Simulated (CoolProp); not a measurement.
n-hexane at 440.59 K and 0.818 MPa is throttled through a valve to 0.136 MPa with no heat exchange. Each further row changes one setting.

The numbers come from the reference Helmholtz-energy equation of state, Thol 2019 in CoolProp.

```csv
case,temperature change (K),final density (kg/m³)
as stated,___,___
outlet pressure 0.0408 MPa,___,___
outlet pressure 0.177 MPa,-9.6,___
```

Complete the blanks.


- as stated, temperature change (K): -10.1
- as stated, final density (kg/m³): 3.37
- outlet pressure 0.0408 MPa, temperature change (K): -11.4
- outlet pressure 0.0408 MPa, final density (kg/m³): 0.994
- outlet pressure 0.177 MPa, final density (kg/m³): 4.42
